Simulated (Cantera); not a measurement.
**HgO + H2 + N2 (iron carbonyl, mercury and lead vapours)**

A closed system holds: 1 mol HgO, 2.7 mol H2, 0.26 mol N2, at 22000 Pa.

These are equilibrium values from Cantera (NASA tables, ideal gas, pure condensed phases), not measurements of a reactor. Candidate condensed phases: H2O, Hg, HgO; 25 gas species. Kinetics and transport are ignored.

| T (°C) | x H2 | x H2O | x Hg | x N2 | x NH3 | x H | x OH | n Hg(l) |
|---|---|---|---|---|---|---|---|---|
| 202 | 0.499 | 0.305 | 0.110 | 0.0730 | 0.0125 | <1e-12 | <1e-12 | 0.638 |
| 277 | 0.428 | 0.253 | 0.253 | 0.0649 | 0.00165 | <1e-12 | <1e-12 | 0 |
| 352 | 0.429 | 0.253 | 0.253 | 0.0655 | 0.000435 | <1e-12 | <1e-12 | 0 |
| 427 | 0.429 | 0.253 | 0.253 | 0.0656 | 0.000148 | <1e-12 | <1e-12 | 0 |
| 502 | 0.429 | 0.253 | 0.253 | 0.0656 | 6.14e-5 | 1.39e-12 | <1e-12 | 0 |
| 577 | 0.429 | 0.253 | 0.253 | 0.0656 | 2.94e-5 | 2.86e-11 | <1e-12 | 0 |
| 652 | 0.429 | 0.253 | 0.253 | 0.0656 | 1.58e-5 | 3.64e-10 | <1e-12 | 0 |
| 727 | 0.429 | 0.253 | 0.253 | 0.0657 | 9.23e-6 | 3.17e-9 | 4.12e-12 | 0 |
| 802 | 0.429 | 0.253 | 0.253 | 0.0657 | 5.80e-6 | 2.05e-8 | 4.57e-11 | 0 |
| 877 | 0.429 | 0.253 | 0.253 | 0.0657 | 3.87e-6 | 1.04e-7 | 3.71e-10 | 0 |
| 952 | 0.429 | 0.253 | 0.253 | 0.0657 | 2.70e-6 | 4.35e-7 | 2.33e-9 | 0 |
| 1027 | 0.429 | 0.253 | 0.253 | 0.0657 | 1.97e-6 | 1.55e-6 | 1.19e-8 | 0 |
| 1102 | 0.429 | 0.253 | 0.253 | 0.0657 | 1.48e-6 | 4.79e-6 | 5.07e-8 | 0 |
| 1177 | 0.429 | 0.253 | 0.253 | 0.0657 | 1.15e-6 | 1.32e-5 | 1.86e-7 | 0 |
x: gas mole fraction; n: condensed amount in mol.

At 202 °C the condensed part is Hg(l). From 277 °C to 1177 °C nothing is condensed. The main Hg-bearing gas is Hg throughout.
